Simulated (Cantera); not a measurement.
**Hydrocarbon pyrolysis for carbon deposition**

An isothermal, constant-pressure homogeneous reactor starts with 27.0 % CH₄, 72.8 % N₂, 0.205 % H₂O, at 1323 K and 0.370 bar.

Computed with Cantera and GRI-Mech 3.0 (53 species, 325 reactions). GRI-Mech 3.0 stops at C3 and has no aromatics, soot or wall deposition, so with more carbon than oxygen in the feed, carbon stays in small species such as C2H2 where larger ones or solid carbon would form.

```tsv
t (s)	x CH₄	x C₂H₂	x CH₂	x HCN	x CH₃	x C₂H₄
0.000300	0.270	<1e-12	<1e-12	<1e-12	4.10e-7	1.29e-11
0.000954	0.270	<1e-12	<1e-12	<1e-12	1.30e-6	4.34e-10
0.00304	0.270	3.10e-12	1.81e-12	<1e-12	3.88e-6	1.32e-8
0.00965	0.270	2.98e-10	7.91e-12	<1e-12	8.13e-6	2.55e-7
0.0307	0.270	1.07e-8	1.22e-11	<1e-12	1.01e-5	1.97e-6
0.0977	0.270	2.50e-7	2.10e-11	<1e-12	1.32e-5	1.26e-5
0.311	0.269	7.20e-6	4.22e-11	<1e-12	1.88e-5	9.62e-5
0.988	0.267	0.000183	6.30e-11	<1e-12	2.29e-5	0.000552
3.14	0.262	0.00193	5.83e-11	<1e-12	2.18e-5	0.00118
10.0	0.245	0.00839	4.47e-11	1.56e-12	1.84e-5	0.00120
```
x: mole fraction; the columns are a selection and need not sum to one.

Equilibrium at this temperature and pressure: CH₄ 0.0647, C₂H₂ 0.0409, CH₂ 2.34e-11, HCN 0.0640, CH₃ 6.85e-6, C₂H₄ 0.00760 (gas phase only).
